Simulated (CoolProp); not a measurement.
A single-stage vapour-compression cycle with the fluoroketone C6F12O (FK-5-1-12): evaporating at 327.15 K (dew point), condensing at 388.15 K (bubble point), superheat 2 K, subcooling 8 K, compressor efficiency 0.65, no pressure losses. Each further row changes one setting.

Model: reference Helmholtz-energy equation of state, McLinden 2015, in CoolProp.

| case | cooling COP | pressure ratio | discharge temperature (K) | refrigerating effect (kJ/kg) | volumetric capacity (kJ/m³) |
|---|---|---|---|---|---|
| as stated | 1.62 | 5.31 | 388.1 | 26.6 | 396 |
| evaporating temperature 332.15 K | 2.03 | 4.50 | 388.1 | 30.7 | 536 |
| condensing temperature 383.15 K | 2.07 | 4.73 | 383.2 | 32.6 | 486 |
| subcooling 13 K | 1.99 | 5.31 | 388.1 | 32.6 | 486 |
| superheat 12 K | 1.91 | 5.31 | 388.1 | 35.7 | 512 |
| compressor efficiency 0.55 | 1.37 | 5.31 | 388.1 | 26.6 | 396 |

The compression ends wet for: as stated; evaporating temperature 332.15 K; condensing temperature 383.15 K; subcooling 13 K; superheat 12 K; compressor efficiency 0.55.
